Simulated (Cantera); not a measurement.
A closed system holds: 1 mol PbO, 0.13 mol O2, a varied amount of N2, held at 902 °C and 1.90 mbar.

Cantera equilibrium calculation (NASA polynomials, part measured and part estimated; ideal gas, pure solids and liquids). Candidate condensed phases: Pb, PbO, PbO2, Pb3O4; 12 gas species. Kinetics and transport are ignored.

Task: At 4.5 mol N2, list the 4 most abundant gas species with their mole fractions, and the condensed phases.

Result: N2 0.950, O2 0.0279, PbO 0.0212, Pb 0.000878. Condensed: PbO(l).
